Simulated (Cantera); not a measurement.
Input (Python, Cantera):

```python
import numpy as np
import cantera as ct

gas = ct.Solution("SiF4_NH3_mec.yaml", "gas")
gas.TPX = 2300, 1333, {'NH3': 1, 'N2': 14}
reactor = ct.IdealGasConstPressureReactor(gas, energy="off", clone=False)
net = ct.ReactorNet([reactor])
net.rtol, net.atol = 1e-08, 1e-18
show = ['NH3', 'H2', 'N2', 'N2H2', 'N', 'NH2']
times = np.geomspace(0.0002, 1, 13)

steps = ct.SolutionArray(gas, extra=["t"])
rows = []
print(f"{'t/s':>10s}{'T/K':>9s}{'P/Pa':>11s}" + "".join(f"{s:>11s}" for s in show))
for t in times:
    while net.time < t:
        t_next = net.step()
        steps.append(gas.state, t=t_next)
    rows.append([np.interp(t, steps.t, y) for y in (steps.T, steps.P, *steps(*show).X.T)])
    print(f"{t:10.3e}{rows[-1][0]:9.1f}{rows[-1][1]:11.4g}" + "".join(f"{x:11.3e}" for x in rows[-1][2:]))
rate = np.gradient(steps.T, steps.t)
print("integrator steps:", len(steps.t))
if steps.T.max() > steps.T[0] + 200:
    print(f"time of steepest temperature rise: {steps.t[rate.argmax()]:.4e} s")
gas.TPX = 2300, 1333, {'NH3': 1, 'N2': 14}
gas.equilibrate("TP")
print(f"equilibrium (TP): T = {gas.T:.1f} K  " + "  ".join(f"{s} {gas[s].X[0]:.3e}" for s in show))
```

Output:

```
       t/s      T/K       P/Pa        NH3         H2         N2       N2H2          N        NH2
 2.000e-04   2300.0       1333  6.661e-02  2.743e-05  9.333e-01  1.094e-09  1.182e-10  5.934e-05
 4.067e-04   2300.0       1333  6.654e-02  6.070e-05  9.333e-01  5.708e-09  1.189e-09  1.250e-04
 8.270e-04   2300.0       1333  6.640e-02  1.299e-04  9.332e-01  3.034e-08  1.017e-08  2.567e-04
 1.682e-03   2300.0       1333  6.611e-02  2.898e-04  9.331e-01  1.630e-07  6.161e-08  5.165e-04
 3.420e-03   2300.0       1333  6.541e-02  8.057e-04  9.328e-01  7.497e-07  2.566e-07  9.963e-04
 6.955e-03   2300.0       1333  6.334e-02  3.156e-03  9.319e-01  2.340e-06  1.320e-06  1.536e-03
 1.414e-02   2300.0       1333  5.795e-02  1.086e-02  9.296e-01  2.733e-06  4.583e-06  1.370e-03
 2.876e-02   2300.0       1333  4.848e-02  2.451e-02  9.258e-01  1.912e-06  8.128e-06  9.769e-04
 5.848e-02   2300.0       1333  3.480e-02  4.399e-02  9.202e-01  1.153e-06  1.056e-05  6.624e-04
 1.189e-01   2300.0       1333  1.899e-02  6.641e-02  9.137e-01  5.161e-07  1.108e-05  3.879e-04
 2.418e-01   2300.0       1333  6.488e-03  8.407e-02  9.085e-01  1.343e-07  9.714e-06  1.676e-04
 4.918e-01   2300.0       1333  9.873e-04  9.165e-02  9.061e-01  1.374e-08  7.128e-06  4.149e-05
 1.000e+00   2300.0       1333  4.016e-05  9.221e-02  9.050e-01  2.369e-10  3.240e-06  3.730e-06
integrator steps: 1044
equilibrium (TP): T = 2300.0 K  NH3 3.777e-09  H2 8.065e-02  N2 8.954e-01  N2H2 1.493e-14  N 3.187e-07  NH2 3.557e-09
```

Detailed kinetics in Cantera: the gas-phase N/H chemistry of the illustrative SiF4/NH3 mechanism in the Surface Chemkin manual (1991). Walls and surfaces, which speed up NH3 decomposition in real reactors, are not modelled.
